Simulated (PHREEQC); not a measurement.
**Acid mine or pickling water: speciation**

Synthetic water in mg/L, 25 °C, pH 1.89, pe 9.7: Na 0.793; K 1.76; Ca 244; Mg 2.69; Cl 109; S(6) as SO4 1700; Cu(2) 0.88; F 0.0784.

Valence states are taken as typed.

All values are PHREEQC results (ion-association model, phreeqc.dat), not measurements.

Precipitation was switched off in this run.

### Question
Predict the ionic strength, charge-balance error, specific conductance.

### Answer
ionic strength 0.0393 mol/kgw; charge-balance error -8.1 %; specific conductance 6640 µS/cm.

### Question
In which forms is Cu present?

### Answer
Cu+2 68 %, CuSO4 32 % of the Cu.

Complexes and solids missing from the database can't appear.
